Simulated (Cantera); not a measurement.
Charge: 1 mol PH3, 1.6 mol H2O, 2 mol O2, held at 1 atm.

Cantera equilibrium calculation (NASA polynomials, part measured and part estimated; ideal gas, pure solids and liquids). Candidate condensed phases: H2O, P, P4O10; 17 gas species. Gases not in the tables: HPO2, HPO3 and P4O6. Equilibrium is a limit: real reactors are often held back by kinetics, nucleation or transport.

Question: At 2625 K, list the 5 most abundant gas species with their mole fractions, and the condensed phases.

Answer: H2O 0.637, PO2 0.212, O2 0.0624, OH 0.0390, H2 0.0268. Condensed: gas only.
